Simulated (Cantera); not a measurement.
Input: 1 mol Al(CH₃)₃, 0.22 mol H₂O, 460 mol N₂, at 477 °C and 200 Pa.

Method: chemical equilibrium by Gibbs-energy minimisation in Cantera with the NASA 1993 tables (ideal gas, pure condensed phases). Candidate condensed phases: Al, AlN, Al₂O₃, C, C₆H₆, C₇H₈, C₈H₁₈, H₂O; 148 gas species. The feed counts by its element totals alone. Equilibrium is a limit: real reactors are often held back by kinetics, nucleation or transport.

Base state: N₂ 0.990, H₂ 0.0102 (mole fractions); condensed: AlN(s) + Al₂O₃(s) + C(graphite).

Task: What changes in the equilibrium state with this change: Al(CH₃)₃ replaced by Al?

Result: 
```
species           before     after
----------------  ------  --------
N₂                 0.990     1.000
H₂                0.0102  0.000478
AlN(s), mol        0.853     0.853
Al₂O₃(s), mol     0.0733    0.0733
C(graphite), mol    3.00         0
```
